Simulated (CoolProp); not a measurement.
Properties of n-perfluorohexane at several states (Tc = 448.0 K, pc = 1742 kPa, ω = 0.497).

Computed with CoolProp (reference Helmholtz-energy equation of state, Gao 2022).

```
T (K)  p (kPa)   phase  density (kg/m³)  cp (kJ/(kg K))  cv (kJ/(kg K))  Joule-Thomson coefficient (K/MPa)  isothermal compressibility (1/MPa)
-----  -------  ------  ---------------  --------------  --------------  ---------------------------------  ----------------------------------
338.1       21     gas            2.554               …          0.8509                                  …                               48.17
425.7     1340  liquid                …               …               …                              1.549                                   …
429.2     23.7     gas            2.258          0.9871               …                                  …                               42.43
```

### Question
What belongs in the gaps?

### Answer

- 338.1, cp (kJ/(kg K)): 0.8769
- 338.1, Joule-Thomson coefficient (K/MPa): 17.81
- 425.7, density (kg/m³): 1149
- 425.7, cp (kJ/(kg K)): 1.386
- 425.7, cv (kJ/(kg K)): 1.018
- 425.7, isothermal compressibility (1/MPa): 0.06675
- 429.2, cv (kJ/(kg K)): 0.9618
- 429.2, Joule-Thomson coefficient (K/MPa): 8.873
